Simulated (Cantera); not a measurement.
An isothermal plug-flow reactor at 525 K and 3.00 bar (inlet), inlet velocity 1.7 m/s, active area per volume 3900 1/m; feed CO : O2 : N2 : H2O = 0.0071 : 0.013 : 0.79 : 0.0066 (molar parts), equivalence ratio 0.27.

Cantera simulation using Deutschmann's 1995 Pt surface mechanism with GRI-Mech 3.0 gas chemistry; the numbers are that mechanism's predictions, not measurements. Catalytic surfaces can have several steady states; this one follows from the mechanism file's or the stated starting coverage. Mass transfer to the wall is taken as infinitely fast.

Question: What does this change do: temperature 525 to 700 K?

Answer: 
```csv
quantity,before,after
x(CO) at z = 0.029 m,0.00868,2.81e-5
x(O2) at z = 0.029 m,0.0159,0.0116
x(H2O) at z = 0.029 m,0.00808,0.00812
x(CO2) at z = 0.029 m,1.20e-5,0.00870
θ(O*) at the exit,0.00128,0.984
```
